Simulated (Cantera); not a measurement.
Mixture: CO : H₂ : CH₄ : O₂ : N₂ = 1 : 0.036 : 0.034 : 1.43 : 5.37 (molar parts), at 210000 Pa, adiabatic and at constant pressure. Ignition delay is the time to a rise of 400 K.

Computed with Cantera and GRI-Mech 3.0 (53 species, 325 reactions). Where the delays flatten at high temperature, the 400 K rule measures the pace of heat release, not the induction time.

Question: What does this change do: constant volume in place of constant pressure?

Answer: 
```tsv
quantity	before	after
delay at 1200 K	0.209 ms	0.181 ms
delay at 1350 K	0.104 ms	85.0 µs
delay at 1500 K	75.9 µs	59.2 µs
delay at 1650 K	66.6 µs	49.2 µs
delay at 1800 K	66.4 µs	45.9 µs
```
